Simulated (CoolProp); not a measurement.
CF4 (R14) along the isotherm 279.5 K: Z from the reference equation and from simpler models built on Tc = 227.4 K, pc = 3.762 MPa, ω = 0.178; each cubic takes its own stable root.

Values from CoolProp's reference Helmholtz-energy equation of state, Platzer 1990. This equation is an older, rougher fit.

```tsv
p (MPa)	phase	reference
0.171	gas	0.9920
0.342	gas	0.9841
0.513	gas	0.9760
0.684	gas	0.9680
0.855	gas	0.9600
1.03	gas	0.9517
1.2	gas	0.9437
1.37	gas	0.9356
1.54	gas	0.9275
1.71	gas	0.9194
1.88	gas	0.9113
```

Task: How far does each simpler model (van der Waals, Redlich-Kwong, Soave-Redlich-Kwong) lie from the reference over these 11 states: mean and median of the absolute difference, and the worst?

Result: 
- van der Waals: mean 0.3 %, median 0.2 %, worst -0.7 % at 279.5 K and 1.88 MPa
- Redlich-Kwong: mean 0.3 %, median 0.3 %, worst -0.7 % at 279.5 K and 1.88 MPa
- Soave-Redlich-Kwong: mean 0.2 %, median 0.2 %, worst +0.4 % at 279.5 K and 1.88 MPa
